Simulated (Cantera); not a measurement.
Gas activation for diamond growth

An isothermal, constant-pressure homogeneous reactor starts with CH₄ : H₂ : O₂ = 0.0092 : 1 : 0.01 (molar parts), at 2725 K and 0.0296 atm.

Model: GRI-Mech 3.0 (53 species, 325 reactions), integrated in Cantera. Radical loss at walls, strong at low pressure, is not modelled.

| t (s) | x CH₄ | x H₂ | x O₂ | x C₂H₂ | x CH₂O |
|---|---|---|---|---|---|
| 1.00e-5 | 0.00878 | 0.980 | 0.00973 | 2.10e-9 | 1.94e-7 |
| 3.10e-5 | 0.00843 | 0.977 | 0.00934 | 1.47e-7 | 1.51e-6 |
| 9.63e-5 | 0.00704 | 0.964 | 0.00601 | 1.33e-5 | 3.40e-6 |
| 0.000299 | 0.00435 | 0.938 | 8.14e-5 | 0.000607 | 1.48e-6 |
| 0.000928 | 0.00150 | 0.926 | 6.19e-8 | 0.00239 | 8.51e-7 |
| 0.00288 | 0.000322 | 0.914 | 8.77e-8 | 0.00252 | 2.71e-7 |
| 0.00894 | 8.49e-5 | 0.893 | 9.59e-8 | 0.000793 | 9.59e-8 |
| 0.0278 | 3.69e-8 | 0.846 | 1.79e-7 | 3.10e-7 | 4.42e-10 |
| 0.0862 | 1.85e-12 | 0.754 | 5.89e-7 | <1e-12 | 1.21e-10 |
| 0.267 | <1e-12 | 0.688 | 1.09e-6 | <1e-12 | 6.53e-11 |
| 0.830 | <1e-12 | 0.683 | 1.14e-6 | <1e-12 | 6.25e-11 |
| 2.58 | <1e-12 | 0.683 | 1.14e-6 | <1e-12 | 6.25e-11 |
| 8.00 | <1e-12 | 0.683 | 1.14e-6 | <1e-12 | 6.25e-11 |
x: mole fraction; the columns are a selection and need not sum to one.

Equilibrium at this temperature and pressure: CH₄ <1e-12, H₂ 0.683, O₂ 1.14e-6, C₂H₂ <1e-12, CH₂O 6.25e-11 (gas phase only).
